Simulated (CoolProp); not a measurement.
1-butene along the isotherm 194.35 °C: density (kg/m³) from the reference equation and from simpler models built on Tc = 146.1 °C, pc = 4.006 MPa, ω = 0.192; each cubic takes its own stable root.

Model: reference Helmholtz-energy equation of state, Lemmon 2005, in CoolProp. It is a short technical equation, of lower accuracy than the large ones.

```
p (MPa)          phase  reference  ideal gas  van der Waals  Redlich-Kwong  Soave-Redlich-Kwong  Peng-Robinson
-------  -------------  ---------  ---------  -------------  -------------  -------------------  -------------
3.34               gas      62.75      48.21          62.53          62.99                61.81          63.81
6.68     supercritical      200.8      96.42          212.6          201.6                183.1          194.7
10       supercritical      330.8      144.3          274.3          303.8                287.9          312.6
13.4     supercritical      380.2      193.4          302.0          351.4                339.3          371.7
16.7     supercritical      408.3      241.1          319.7          381.5                371.6          408.6
20       supercritical      428.5      288.7          332.9          404.2                395.6          436.1
23.4     supercritical      444.8      337.8          343.9          423.0                415.4          458.6
26.7     supercritical      457.9      385.4          352.7          438.2                431.4          476.6
30       supercritical      469.2      433.0          360.2          451.3                445.1          492.1
33.4     supercritical      479.3      482.1          367.0          463.2                457.4          505.9
36.7     supercritical      488.1      529.7          372.8          473.4                468.0          517.8
40.1     supercritical      496.3      578.8          378.2          482.8                477.9          528.8
```
